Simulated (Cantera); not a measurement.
Feed: 1 mol CO, 0.13 mol O2, 24 mol H2, 0.97 mol CO2, equilibrated at 0.133 bar.

Cantera equilibrium calculation (NASA polynomials, part measured and part estimated; ideal gas, pure solids and liquids). Candidate condensed phases: C, C6H6, C7H8, C8H18, H2O; 110 gas species. Rates play no part.

Q: At 1675 K, list the 4 most abundant gas species with their mole fractions, and the condensed phases.

A: H2 0.878, CO 0.0747, H2O 0.0462, CO2 0.00118. Condensed: gas only.
